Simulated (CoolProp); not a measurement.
Vapour pressure (MPa) of nitrogen: the reference equation beside estimates from Tc = 126.2 K, pc = 3.396 MPa, ω = 0.037.

The numbers come from the reference Helmholtz-energy equation of state, Span 2000 in CoolProp.

```
T (K)  reference  van der Waals  Peng-Robinson
-----  ---------  -------------  -------------
79.8      0.1339         0.3969         0.1351
82.6      0.1803            ___         0.1815
85.4      0.2378         0.5717         0.2391
88.1      0.3052         0.6715         0.3064
90.9      0.3890         0.7865         0.3903
93.7      0.4885         0.9135         0.4899
96.5      0.6054          1.053         0.6070
99.2      0.7360          1.200            ___
102       0.8917          1.365         0.8946
104.8        ___          1.544          1.074
107.5      1.264          1.730            ___
```

Q: Fill in the missing entries.

A: 
- 82.6, van der Waals: 0.4790
- 99.2, Peng-Robinson: 0.7381
- 104.8, reference: 1.070
- 107.5, Peng-Robinson: 1.270

Absolute difference from the reference over all 11 rows, mean and median: van der Waals 98.4 and 87.0 %, Peng-Robinson 0.4 and 0.4 %.
